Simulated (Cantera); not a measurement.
**Equilibrium for oxide etching and cleaning by halides: CaO + F2 + O2**

Feed: 1 mol CaO, 1.1 mol F2, 0.16 mol O2, equilibrated at 133 Pa.

Equilibrium computed with Cantera from the NASA thermochemical tables; the gas is ideal and each condensed phase is pure. Candidate condensed phases: Ca, CaF2, CaO; 13 gas species. The numbers say what is thermodynamically allowed, not how fast it happens.

```
T (°C)  log p O2  log p F  log p F2  log p CaF2  log p O  log p FO2  log p FO  n CaF2(s)
------  --------  -------  --------  ----------  -------  ---------  --------  ---------
475        -2.94    -4.36     -3.82        <-14     <-14      -8.20    -10.30       1.00
575        -2.96    -3.81     -4.06        <-14   -13.65      -8.23     -9.53       1.00
675        -2.98    -3.57     -4.65      -14.12   -12.02      -8.45     -9.13       1.00
775        -2.99    -3.52     -5.41      -11.88   -10.69      -8.77     -8.94       1.00
875        -2.99    -3.51     -6.12      -10.06    -9.60      -9.07     -8.82       1.00
975        -2.99    -3.51     -6.72       -8.53    -8.67      -9.32     -8.72      1.000
1075       -2.99    -3.51     -7.23       -7.25    -7.88      -9.53     -8.64      1.000
1175       -2.99    -3.51     -7.68       -6.16    -7.20      -9.72     -8.57      1.000
```
log p: log10 of the partial pressure in bar; n: condensed amount in mol.

From 475 °C to 1175 °C the condensed part is CaF2(s).
